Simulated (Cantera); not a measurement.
Stirred combustor or abatement burner

A perfectly stirred reactor is fed with CH4 : C2H6 : C3H8 : O2 : N2 = 1 : 1.1 : 0.036 : 5.48 : 20.6 (molar parts), at 1.00 bar; it is adiabatic with a 775 K inlet, and is followed from long to short residence time, starting on the burning branch (τ in s: 0.17, 0.083, 0.04, 0.02, 0.0096, 0.0047, 0.0023, 0.0011, 0.00054, 0.00027, 0.00013, 6.3e-05, 3.1e-05).

Detailed kinetics in Cantera: GRI-Mech 3.0 (53 species, 325 reactions).

| τ (s) | T (K) | x CH4 | x C2H6 | x C3H8 | x N2O | x HCN | x H2O | x H2O2 |
|---|---|---|---|---|---|---|---|---|
| 0.17 | 2475 | 3.74e-7 | 3.08e-8 | 1.28e-9 | 1.55e-7 | 2.21e-7 | 0.165 | 7.38e-8 |
| 0.083 | 2472 | 7.35e-7 | 6.30e-8 | 2.57e-9 | 1.55e-7 | 4.05e-7 | 0.165 | 7.53e-8 |
| 0.040 | 2465 | 1.41e-6 | 1.30e-7 | 5.19e-9 | 1.55e-7 | 6.89e-7 | 0.164 | 7.77e-8 |
| 0.020 | 2454 | 2.53e-6 | 2.59e-7 | 9.93e-9 | 1.51e-7 | 1.03e-6 | 0.163 | 8.13e-8 |
| 0.0096 | 2433 | 4.48e-6 | 5.35e-7 | 1.93e-8 | 1.42e-7 | 1.39e-6 | 0.161 | 8.65e-8 |
| 0.0047 | 2402 | 7.57e-6 | 1.08e-6 | 3.60e-8 | 1.29e-7 | 1.65e-6 | 0.159 | 9.34e-8 |
| 0.0023 | 2361 | 1.27e-5 | 2.16e-6 | 6.61e-8 | 1.14e-7 | 1.84e-6 | 0.156 | 1.03e-7 |
| 0.0011 | 2312 | 2.24e-5 | 4.38e-6 | 1.24e-7 | 1.00e-7 | 2.05e-6 | 0.153 | 1.17e-7 |
| 0.00054 | 2262 | 4.01e-5 | 8.68e-6 | 2.32e-7 | 9.13e-8 | 2.42e-6 | 0.149 | 1.36e-7 |
| 0.00027 | 2214 | 7.46e-5 | 1.72e-5 | 4.42e-7 | 8.52e-8 | 3.12e-6 | 0.146 | 1.58e-7 |
| 0.00013 | 2165 | 0.000154 | 3.67e-5 | 9.21e-7 | 8.03e-8 | 4.67e-6 | 0.144 | 1.89e-7 |
| 6.3e-5 | 2111 | 0.000358 | 8.62e-5 | 2.13e-6 | 7.47e-8 | 8.11e-6 | 0.142 | 2.44e-7 |
| 3.1e-5 | 1989 | 0.00145 | 0.000335 | 8.12e-6 | 5.61e-8 | 1.74e-5 | 0.136 | 5.46e-7 |
x: mole fraction; the columns are a selection and need not sum to one.
